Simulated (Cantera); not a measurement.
## borazine + H2O + N2 (boron, boron nitride and boron oxide)

Feed: 1 mol borazine, 0.15 mol H2O, 14 mol N2.

Method: chemical equilibrium by Gibbs-energy minimisation in Cantera with the NASA 1993 tables (ideal gas, pure condensed phases). Candidate condensed phases: B, BN, B2O3, B3O3H3, H2O; 39 gas species. The feed counts by its element totals alone. Mutual solubility and eutectic melting of coexisting phases are not modelled. Gases not in the tables: H3BO3. The numbers say what is thermodynamically allowed, not how fast it happens.

Stable condensed phases:

```
T in K \ P in Pa
             10     25     63    160    400   1000   2500   6300  16000  40000 100000
   2148       A      A      A      B      B      B      B      B      B      B      B
   2048       A      A      B      B      B      B      B      B      B      B      B
   1948       B      B      B      B      B      B      B      B      B      B      B
   1848       B      B      B      B      B      B      B      B      B      B      B
   1748       B      B      B      B      B      B      B      B      B      B      B
   1648       B      B      B      B      B      B      B      B      B      B      C
   1548       B      B      B      B      B      B      B      B      C      C      C
   1448       B      B      B      B      B      C      C      C      C      C      C
   1348       B      B      B      C      C      C      C      C      C      C      C
```

A: B; B: BN; C: BN + B2O3.
